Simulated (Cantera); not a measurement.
An adiabatic, constant-pressure homogeneous reactor starts with 1.07 % CO, 0.0354 % H2, 1.07 % CH4, 7.95 % O2, 79.5 % N2, 10.4 % H2O, equivalence ratio 0.34, at 975 K and 12.0 bar.

Detailed kinetics in Cantera: GRI-Mech 3.0 (53 species, 325 reactions). The pressure lies above the range GRI-Mech 3.0 was tuned for (to about 10 atm). Below about 1000 K GRI-Mech 3.0 lacks low-temperature oxidation paths.

Task: Predict: time of steepest temperature rise; temperature at 0.600 s; equilibrium temperature; x(CO) at 0.600 s; x(H2) at 0.600 s; x(NO) at 0.600 s; x(N2O) at 0.600 s.

Result: 
- time of steepest temperature rise = 0.217 s
- temperature at 0.600 s = 1309 K
- equilibrium temperature = 1309 K
- x(CO) at 0.600 s = 5.05e-9 (gas-phase equilibrium 5.00e-9)
- x(H2) at 0.600 s = 1.64e-8 (gas-phase equilibrium 1.63e-8)
- x(NO) at 0.600 s = 1.79e-9 (gas-phase equilibrium 0.000212)
- x(N2O) at 0.600 s = 4.95e-8 (gas-phase equilibrium 4.89e-8)
